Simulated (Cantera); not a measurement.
## Equilibrium for iron carbonyl, mercury and lead vapours: PbO + H2 + NH3

Charge: 1 mol PbO, 0.29 mol H2, 0.0022 mol NH3, held at 1500 Torr.

Equilibrium computed with Cantera from the NASA thermochemical tables; the gas is ideal and each condensed phase is pure. Candidate condensed phases: H2O, Pb, PbO, PbO2, Pb3O4; 27 gas species. Mutual solubility and eutectic melting of coexisting phases are not modelled. The numbers say what is thermodynamically allowed, not how fast it happens.

```tsv
T (K)	x H2O	x N2	x H2	x Pb	x PbO	x OH	n Pb(s)	n PbO(red)	n Pb(l)	n PbO(yellow)
550	0.996	0.00374	1.11e-5	<1e-12	<1e-12	<1e-12	0.293	0.707	0	0
625	0.996	0.00374	2.21e-5	1.17e-11	<1e-12	<1e-12	0	0.707	0.293	0
700	0.996	0.00374	3.62e-5	5.57e-10	<1e-12	<1e-12	0	0.707	0.293	0
775	0.996	0.00374	5.53e-5	1.24e-8	8.97e-12	<1e-12	0	0	0.293	0.707
850	0.996	0.00374	7.99e-5	1.59e-7	4.16e-10	<1e-12	0	0	0.293	0.707
925	0.996	0.00374	0.000110	1.34e-6	1.02e-8	2.07e-11	0	0	0.293	0.707
1000	0.996	0.00374	0.000147	8.10e-6	1.52e-7	2.92e-10	0	0	0.293	0.707
1075	0.996	0.00374	0.000190	3.80e-5	1.54e-6	2.84e-9	0	0	0.293	0.707
```
x: gas mole fraction; n: condensed amount in mol.

At 550 K the condensed part is Pb(s) + PbO(red). From 625 K to 700 K the condensed part is Pb(l) + PbO(red). From 775 K to 1075 K the condensed part is Pb(l) + PbO(yellow).
